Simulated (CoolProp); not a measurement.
1000 sccm (0 °C, 1 atm) of nitrogen bubbles through liquid benzene at 284.3 K and leaves saturated at a total pressure of 0.15 MPa (ideal gas phase). Each further row changes one setting.

Model: reference Helmholtz-energy equation of state, Thol 2012, in CoolProp.

```csv
case,vapour pressure (kPa),mole fraction of vapour,delivery (mg/min),delivery (sccm),change of delivery for a bath 1 K warmer (%)
as stated,6.45,0.0430,157,(withheld),(withheld)
bath temperature 289.3 K,8.31,0.0554,(withheld),(withheld),5.4
total pressure 0.3 MPa,6.45,(withheld),(withheld),(withheld),5.4
```

Q: Some entries are withheld; supply them.

A: 
- as stated, delivery (sccm): 44.9
- as stated, change of delivery for a bath 1 K warmer (%): 5.5
- bath temperature 289.3 K, delivery (mg/min): 204
- bath temperature 289.3 K, delivery (sccm): 58.6
- total pressure 0.3 MPa, mole fraction of vapour: 0.0215
- total pressure 0.3 MPa, delivery (mg/min): 76.5
- total pressure 0.3 MPa, delivery (sccm): 22.0
